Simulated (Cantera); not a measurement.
An isothermal plug-flow reactor at 575 K and 1.00 bar (inlet), inlet velocity 0.51 m/s, active area per volume 860 1/m; feed H₂ : O₂ : N₂ : H₂O = 0.0041 : 0.058 : 0.79 : 0.016 (molar parts), equivalence ratio 0.035.

Cantera simulation using Deutschmann's 1995 Pt surface mechanism with GRI-Mech 3.0 gas chemistry; the numbers are that mechanism's predictions, not measurements. Catalytic surfaces can have several steady states; this one follows from the mechanism file's or the stated starting coverage. Mass transfer to the wall is taken as infinitely fast.

One state of this run: x H₂ = 0.000366; x O₂ = 0.0648; x H₂O = 0.0228; θ free Pt = 0.00905; θ O* = 0.983; θ OH* = 0.00782. x: gas mole fraction; θ: surface coverage.

Task: Which value of z (m) does it belong to?
A) 0.0045
B) 0.0021
C) 0.00045
D) 0.00021

Result: B, 0.0021
